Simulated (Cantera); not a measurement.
An adiabatic, constant-volume homogeneous reactor starts with CH4 : H2 : O2 : N2 = 1 : 0.034 : 1.55 : 8.38 (molar parts), at 1048 K and 1.00 bar. Integrator tolerance rtol = 1e-08.

Model: GRI-Mech 3.0 (53 species, 325 reactions), integrated in Cantera.

Problem. What does this change do: initial temperature 1048 to 1275 K?

Solution. 
| quantity | before | after |
|---|---|---|
| temperature at 0.200 s | 1054 K | 2702 K |
| equilibrium temperature | 2589 K | 2702 K |
| x(CH4) at 0.200 s | 0.0904 (gas-phase equilibrium <1e-12) | <1e-12 (gas-phase equilibrium <1e-12) |
| x(H2) at 0.200 s | 0.00309 (gas-phase equilibrium 0.0323) | 0.0337 (gas-phase equilibrium 0.0337) |
| x(O2) at 0.200 s | 0.141 (gas-phase equilibrium 0.000604) | 0.00159 (gas-phase equilibrium 0.00159) |
| x(H2O) at 0.200 s | 0.000769 (gas-phase equilibrium 0.141) | 0.135 (gas-phase equilibrium 0.135) |
| x(HCO) at 0.200 s | 1.09e-10 (gas-phase equilibrium 6.94e-8) | 9.22e-8 (gas-phase equilibrium 9.22e-8) |
| x(NO) at 0.200 s | <1e-12 (gas-phase equilibrium 0.00138) | 0.00268 (gas-phase equilibrium 0.00268) |
| time of steepest temperature rise | not reached | 18.4 ms |
